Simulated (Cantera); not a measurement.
Input: 1 mol HMDSO, 20 mol O₂, 37 mol N₂, at 675 °C and 39.8 Torr.

Method: chemical equilibrium by Gibbs-energy minimisation in Cantera with the NASA 1993 tables (ideal gas, pure condensed phases). Candidate condensed phases: C, C₆H₆, C₇H₈, C₈H₁₈, H₂O, Si, SiC, SiO₂, Si₂N₂O, Si₃N₄; 151 gas species. The feed counts by its element totals alone. Rates play no part.

Problem. What is the equilibrium state?

Solution. 
```json
{
  "x(N₂)": "0.617",
  "x(H₂O)": "0.150",
  "x(O₂)": "0.133",
  "x(CO₂)": "0.100",
  "x(NO)": "1.21e-5",
  "n(SiO₂(β-quartz))": "2.00 mol",
  "gas_amount": "60.00 mol",
  "log10 activity of C(graphite) (absent)": "-21.93",
  "log10 activity of Si(s) (absent)": "-38.58"
}
```
